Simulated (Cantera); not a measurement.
## Thermodynamics of abatement and gas-phase synthesis, feed HI + H2O + O2 + H2

Input: 1 mol HI, 3.7 mol H2O, 4.8 mol O2, 0.25 mol H2, at 75.0 Torr.

Method: chemical equilibrium by Gibbs-energy minimisation in Cantera with the NASA 1993 tables (ideal gas, pure condensed phases). Candidate condensed phases: H2O, I2; 12 gas species. Rates play no part.

```
T (K)  log p O  log p O2  log p H2O  log p H  log p OH  log p I  log p H2
-----  -------  --------  ---------  -------  --------  -------  --------
2700     -2.16     -1.43      -1.49    -2.55     -2.02    -2.04     -2.61
2800     -2.00     -1.47      -1.55    -2.33     -1.95    -2.06     -2.48
2900     -1.86     -1.51      -1.64    -2.13     -1.90    -2.08     -2.38
3000     -1.73     -1.57      -1.75    -1.96     -1.88    -2.11     -2.32
3100     -1.62     -1.64      -1.90    -1.82     -1.88    -2.15     -2.29
3200     -1.53     -1.73      -2.09    -1.70     -1.91    -2.19     -2.30
3300     -1.46     -1.83      -2.32    -1.61     -1.97    -2.22     -2.35
3400     -1.40     -1.95      -2.59    -1.55     -2.06    -2.26     -2.44
3500     -1.35     -2.09      -2.88    -1.51     -2.17    -2.29     -2.56
```
log p: log10 of the partial pressure in bar; nothing condenses.

From 2700 K to 3500 K nothing is condensed.
